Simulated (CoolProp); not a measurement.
Vapour-liquid equilibrium of n-heptane (1) + o-xylene (2) at 440.7 K; x and y are mole fractions of (1).

Computed with CoolProp (multi-fluid Helmholtz-energy mixture model, Span 2003 and Zhou 2012; pair parameters Bell 2016).

Question: Give the bubble pressure and the first vapour's composition at x = 0.05, 0.55, 0.85. Is there an azeotrope?

Answer: x = 0.05: 204.4 kPa, y = 0.153; x = 0.55: 392.9 kPa, y = 0.754; x = 0.85: 489.2 kPa, y = 0.924. No azeotrope shows between x = 0.05 and 0.95.

Pair parameters are fitted to limited data, so mixtures are less certain than the pure fluids.
